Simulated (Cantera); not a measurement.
Feed: 1 mol Si, 0.03 mol CO2, 29 mol H2, held at 2000 K and 73.0 Pa.

These are equilibrium values from Cantera (NASA tables, ideal gas, pure condensed phases), not measurements of a reactor. Candidate condensed phases: C, C6H6, C7H8, C8H18, H2O, Si, SiC, SiO2; 123 gas species. Gases not in the tables: Si2H6 and higher silanes. The numbers say what is thermodynamically allowed, not how fast it happens.

Base state: H2 0.910, H 0.0574, Si 0.0295, SiO 0.00129, CO 0.000653, SiH 0.000517, Si2C 0.000312, Si2 0.000152 (mole fractions); condensed: gas only.

Question: What changes in the equilibrium state with this change: temperature from 2000 K to 1648 K?

Answer: 
| species | before | after |
|---|---|---|
| H2 | 0.910 | 0.994 |
| H | 0.0574 | 0.00329 |
| SiO | 0.00129 | 0.00197 |
| Si | 0.0295 | 0.000353 |
| Si2C | 0.000312 | 1.54e-6 |
| Si2 | 0.000152 | 1.18e-6 |
| Si(s), mol | 0 | 0.904 |
| SiC(s), mol | 0 | 0.0274 |
Mutual solubility and eutectic melting of coexisting phases are not modelled.
